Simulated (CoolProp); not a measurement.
Saturation properties of trans-2-butene.

Model: reference Helmholtz-energy equation of state, Lemmon 2005, in CoolProp. It is a short technical equation, of lower accuracy than the large ones.

```tsv
T (°C)	p (kPa)	enthalpy of vaporisation (kJ/kg)	vapour Z	surface tension (mN/m)
48.75	466.4	354.6	0.8823	10.3
55.95	562.7	(withheld)	0.8665	9.44
63.15	673.1	336.2	0.8492	8.62
70.25	797.0	326.3	0.8308	7.83
77.45	939.2	315.7	0.8106	7.05
84.65	1099	304.4	0.7887	6.28
91.85	1279	292.2	(withheld)	5.52
99.05	1479	279.0	0.7391	4.79
106.15	1699	264.9	0.7112	4.08
113.35	(withheld)	249.1	0.6801	(withheld)
120.55	2219	231.5	0.6457	2.73
127.75	2521	211.4	0.6068	(withheld)
134.95	2855	187.9	0.5620	1.49
```

### Question
Some entries are withheld; supply them.

### Answer

- 55.95, enthalpy of vaporisation (kJ/kg): 345.7
- 91.85, vapour Z: 0.7649
- 113.35, p (kPa): 1946
- 113.35, surface tension (mN/m): 3.39
- 127.75, surface tension (mN/m): 2.09

It boils at 0.9 °C under 1 atm.

Surface tension comes from a separate correlation (Mulero 2014).
